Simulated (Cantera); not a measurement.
## Fe₂O₃ + H₂ (hydrogen reduction and annealing atmospheres)

Charge: 1 mol Fe₂O₃, 2900 mol H₂, at 1.00 bar.

Equilibrium computed with Cantera from the NASA thermochemical tables; the gas is ideal and each condensed phase is pure. Candidate condensed phases: Fe, FeO, Fe(OH)₂, Fe(OH)₃, Fe₂O₃, Fe₃O₄, H₂O; 12 gas species. Kinetics and transport are ignored.

From 1023 K to 1173 K the condensed part is Fe(α). From 1223 K to 1523 K the condensed part is Fe(γ).

```
T (K)   x H₂    x H₂O      x H      x Fe  n Fe(α)  n Fe(γ)
-----  -----  -------  -------  --------  -------  -------
1023   0.999  0.00103  4.14e-9    <1e-12     2.00        0
1073   0.999  0.00103  1.40e-8    <1e-12     2.00        0
1123   0.999  0.00103  4.26e-8  3.12e-12     2.00        0
1173   0.999  0.00103  1.18e-7  1.96e-11     2.00        0
1223   0.999  0.00103  3.01e-7  1.06e-10        0     2.00
1273   0.999  0.00103  7.13e-7  4.98e-10        0     2.00
1323   0.999  0.00103  1.59e-6   2.08e-9        0     2.00
1373   0.999  0.00103  3.33e-6   7.80e-9        0     2.00
1423   0.999  0.00103  6.64e-6   2.67e-8        0     2.00
1473   0.999  0.00103  1.26e-5   8.36e-8        0     2.00
1523   0.999  0.00103  2.31e-5   2.43e-7        0     2.00
```
x: gas mole fraction; n: condensed amount in mol.
